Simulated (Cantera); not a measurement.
An isothermal, constant-pressure homogeneous reactor starts with 18.0 % H₂, 82.0 % O₂, at 1073 K and 20.0 Torr.

Computed with Cantera and GRI-Mech 3.0 (53 species, 325 reactions). Radical loss at walls, strong at low pressure, is not modelled. The temperature is held fixed by assumption; the heat of reaction is taken as removed at once.

x: mole fraction; the columns are a selection and need not sum to one.

```json
[
 {"t (s)": "8.00e-6", "x H₂": "0.180", "x O₂": "0.820", "x O": "1.10e-11", "x H₂O": "2.38e-12", "x H": "1.39e-10", "x OH": "9.62e-12", "x H₂O₂": "<1e-12"},
 {"t (s)": "2.87e-5", "x H₂": "0.180", "x O₂": "0.820", "x O": "1.21e-10", "x H₂O": "7.90e-11", "x H": "4.84e-10", "x OH": "8.30e-11", "x H₂O₂": "<1e-12"},
 {"t (s)": "0.000103", "x H₂": "0.180", "x O₂": "0.820", "x O": "1.46e-9", "x H₂O": "2.36e-9", "x H": "2.76e-9", "x OH": "7.47e-10", "x H₂O₂": "<1e-12"},
 {"t (s)": "0.000368", "x H₂": "0.180", "x O₂": "0.820", "x O": "1.36e-7", "x H₂O": "3.53e-7", "x H": "2.19e-7", "x OH": "6.51e-8", "x H₂O₂": "1.28e-11"},
 {"t (s)": "0.00132", "x H₂": "0.0511", "x O₂": "0.756", "x O": "0.0305", "x H₂O": "0.0976", "x H": "0.0566", "x OH": "0.00856", "x H₂O₂": "1.05e-6"},
 {"t (s)": "0.00473", "x H₂": "(withheld)", "x O₂": "0.788", "x O": "(withheld)", "x H₂O": "0.188", "x H": "(withheld)", "x OH": "(withheld)", "x H₂O₂": "(withheld)"},
 {"t (s)": "0.0169", "x H₂": "(withheld)", "x O₂": "0.801", "x O": "(withheld)", "x H₂O": "0.198", "x H": "(withheld)", "x OH": "(withheld)", "x H₂O₂": "(withheld)"},
 {"t (s)": "0.0607", "x H₂": "1.00e-5", "x O₂": "0.802", "x O": "5.02e-5", "x H₂O": "0.198", "x H": "1.57e-6", "x OH": "0.000182", "x H₂O₂": "2.06e-7"},
 {"t (s)": "0.217", "x H₂": "1.08e-6", "x O₂": "0.802", "x O": "6.63e-6", "x H₂O": "0.198", "x H": "7.53e-8", "x OH": "6.64e-5", "x H₂O₂": "6.27e-8"},
 {"t (s)": "0.779", "x H₂": "1.80e-7", "x O₂": "0.802", "x O": "1.26e-6", "x H₂O": "0.198", "x H": "6.21e-9", "x OH": "2.89e-5", "x H₂O₂": "1.92e-8"},
 {"t (s)": "2.79", "x H₂": "3.87e-8", "x O₂": "0.802", "x O": "2.88e-7", "x H₂O": "0.198", "x H": "6.77e-10", "x OH": "1.38e-5", "x H₂O₂": "5.79e-9"},
 {"t (s)": "10.0", "x H₂": "9.47e-9", "x O₂": "0.802", "x O": "7.27e-8", "x H₂O": "0.198", "x H": "8.56e-11", "x OH": "6.92e-6", "x H₂O₂": "1.71e-9"}
]
```

Task: Some entries are withheld; supply them.

Result: 
- 0.00473, x H₂: 0.00253
- 0.00473, x O: 0.0118
- 0.00473, x H: 0.00653
- 0.00473, x OH: 0.00313
- 0.00473, x H₂O₂: 8.92e-7
- 0.0169, x H₂: 0.000152
- 0.0169, x O: 0.000680
- 0.0169, x H: 7.81e-5
- 0.0169, x OH: 0.000665
- 0.0169, x H₂O₂: 5.98e-7
